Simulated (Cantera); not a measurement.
# Si + F2 + HCl (silicon etching in halogen gases)

Charge: 1 mol Si, a varied amount of F2, 13 mol HCl, at 1500 K and 525 Torr.

Cantera equilibrium calculation (NASA polynomials, part measured and part estimated; ideal gas, pure solids and liquids). Candidate condensed phases: Si; 37 gas species. The tables' values for SiCl3, SiF3 are old estimates; treat these amounts as uncertain. Rates play no part.

From 1.1 mol F2 to 9.1 mol F2 nothing is condensed. The main Si-bearing gas is SiF4 throughout.

```csv
n(F2) (mol),log p HCl,log p HF,log p Cl2,log p SiF4,log p H2,log p ClF,log p Cl,log p SiCl4
1.1,-0.23,-2.19,-6.35,-1.56,-1.33,<-12,-4.41,-1.62
1.9,-0.20,-1.95,-5.33,-1.35,-2.30,-11.21,-3.90,-2.28
2.7,-0.26,-1.18,-1.55,-1.33,-6.20,-6.60,-2.01,-5.58
3.5,-0.35,-0.87,-1.22,-1.35,-6.71,-5.88,-1.84,-7.18
4.3,-0.45,-0.71,-1.05,-1.37,-7.07,-5.45,-1.76,-8.25
5.1,-0.56,-0.60,-0.94,-1.39,-7.41,-5.12,-1.70,-9.16
5.9,-0.70,-0.52,-0.86,-1.41,-7.77,-4.82,-1.66,-10.04
6.7,-0.88,-0.46,-0.79,-1.43,-8.19,-4.51,-1.63,-11.02
7.5,-1.15,-0.41,-0.74,-1.45,-8.79,-4.14,-1.60,<-12
8.3,-1.85,-0.37,-0.70,-1.47,-10.24,-3.35,-1.58,<-12
9.1,-3.82,-0.37,-0.74,-1.49,<-12,-1.43,-1.61,<-12
```
log p: log10 of the partial pressure in bar; nothing condenses.
